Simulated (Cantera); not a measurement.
A perfectly stirred reactor is fed with 22.5 % H2, 16.3 % O2, 61.2 % N2, at 9.20 bar; it is adiabatic with a 650 K inlet, and is followed from long to short residence time, starting on the burning branch (τ in s: 0.11, 0.038, 0.013, 0.0046, 0.0016, 0.00057, 0.0002, 7e-05, 2.4e-05, 8.5e-06).

Computed with Cantera and GRI-Mech 3.0 (53 species, 325 reactions). The hydrogen kinetics of GRI-Mech 3.0 are dated; newer H2 mechanisms differ, most at raised pressure.

Question: Predict: blow-out, bracketed by the residence times tried; x(H2) at τ = 0.110 s; x(O2) at τ = 0.110 s; x(N2O) at τ = 0.110 s; x(O) at τ = 0.110 s; x(HO2) at τ = 0.110 s; x(H2) at τ = 0.570 ms; x(O2) at τ = 0.570 ms; x(N2O) at τ = 0.570 ms; x(O) at τ = 0.570 ms; x(HO2) at τ = 0.570 ms.

Answer: 
| Property | Value |
|---|---|
| blow-out, bracketed by the residence times tried | burning at 8.50 µs, the shortest tried |
| x(H2) at τ = 0.110 s | 0.000642 |
| x(O2) at τ = 0.110 s | 0.0533 |
| x(N2O) at τ = 0.110 s | 1.08e-6 |
| x(O) at τ = 0.110 s | 0.000325 |
| x(HO2) at τ = 0.110 s | 7.38e-6 |
| x(H2) at τ = 0.570 ms | 0.00147 |
| x(O2) at τ = 0.570 ms | 0.0558 |
| x(N2O) at τ = 0.570 ms | 1.44e-6 |
| x(O) at τ = 0.570 ms | 0.000608 |
| x(HO2) at τ = 0.570 ms | 1.11e-5 |
